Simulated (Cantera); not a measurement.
Input: 1 mol Al(CH₃)₃, 0.32 mol O₂, 5.1 mol N₂, equilibrated at 952 °C and 35.3 Torr.

Method: chemical equilibrium by Gibbs-energy minimisation in Cantera with the NASA 1993 tables (ideal gas, pure condensed phases). Candidate condensed phases: Al, AlN, Al₂O₃, C, C₆H₆, C₇H₈, C₈H₁₈, H₂O; 148 gas species. The feed counts by its element totals alone. Mutual solubility and eutectic melting of coexisting phases are not modelled. Equilibrium is a limit: real reactors are often held back by kinetics, nucleation or transport.

Base state: N₂ 0.516, H₂ 0.482, CO 0.00141, CH₄ 0.000144, HCN 4.88e-5 (mole fractions); condensed: AlN(s) + Al₂O₃(s) + C(graphite).

What changes in the equilibrium state with this change: temperature from 952 °C to 1625 °C?


```json
[
 {"species": "N₂", "before": "0.516", "after": "0.469"},
 {"species": "H₂", "before": "0.482", "after": "0.457"},
 {"species": "CO", "before": "0.00141", "after": "0.0656"},
 {"species": "Al", "before": "<1e-9", "after": "0.000383"},
 {"species": "AlH", "before": "<1e-9", "after": "1.99e-5"},
 {"species": "H", "before": "9.99e-7", "after": "0.00244"},
 {"species": "AlN(s), mol", "before": "0.582", "after": "0.996"},
 {"species": "Al₂O₃(s), mol", "before": "0.209", "after": "0"},
 {"species": "C(graphite), mol", "before": "2.99", "after": "2.31"}
]
```
